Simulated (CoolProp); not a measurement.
Aqueous potassium acetate as a coolant, 43 % by mass, freezing at -48.3 °C, 1 atm.

The numbers come from the Melinder's fits for secondary coolants in CoolProp.

```
T (°C)  conductivity (W/(m K))  viscosity (mPa s)  Prandtl number  cp (kJ/(kg K))
------  ----------------------  -----------------  --------------  --------------
-10.8                    0.430               12.3            80.4           2.802
-6.9                     0.434               10.2            66.3           2.812
-2.9                     0.438                  …            55.2           2.823
1                        0.442               7.30            46.8           2.832
4.9                      0.446               6.30            40.2           2.842
8.9                      0.450               5.47            34.7           2.853
12.8                         …                  …            30.4           2.863
16.7                     0.458                  …            26.9           2.873
20.6                     0.462                  …            23.9           2.883
24.6                     0.466               3.44            21.4           2.893
28.5                     0.470                  …            19.3           2.903
32.4                     0.474               2.83            17.4           2.913
```

### Question
Fill in the missing entries.

### Answer

- -2.9, viscosity (mPa s): 8.56
- 12.8, conductivity (W/(m K)): 0.454
- 12.8, viscosity (mPa s): 4.82
- 16.7, viscosity (mPa s): 4.28
- 20.6, viscosity (mPa s): 3.83
- 28.5, viscosity (mPa s): 3.12
